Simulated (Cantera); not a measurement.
Charge: 1 mol NF3, 0.43 mol O2, 4.5 mol N2, at 0.000200 bar.

Equilibrium computed with Cantera from the NASA thermochemical tables; the gas is ideal and each condensed phase is pure. Rates play no part.

log p: log10 of the partial pressure in bar; nothing condenses.

```csv
T (K),log p N2,log p F,log p O2,log p O,log p NO
1348,-3.93,-4.15,-4.99,…,-7.34
1423,-3.93,-4.15,-4.99,…,-7.15
1498,-3.93,-4.15,-4.99,…,-6.99
1573,-3.93,-4.15,-5.00,…,-6.83
1648,-3.93,-4.15,-5.00,…,-6.70
1723,-3.93,-4.15,-5.00,…,-6.57
1798,-3.93,-4.15,-5.01,…,-6.46
1873,-3.93,-4.15,-5.02,…,-6.36
1948,-3.93,-4.15,-5.04,…,-6.27
```

Question: Fill in the missing entries.

Answer: 
- 1348, log p O: -8.89
- 1423, log p O: -8.37
- 1498, log p O: -7.90
- 1573, log p O: -7.48
- 1648, log p O: -7.10
- 1723, log p O: -6.75
- 1798, log p O: -6.43
- 1873, log p O: -6.14
- 1948, log p O: -5.87
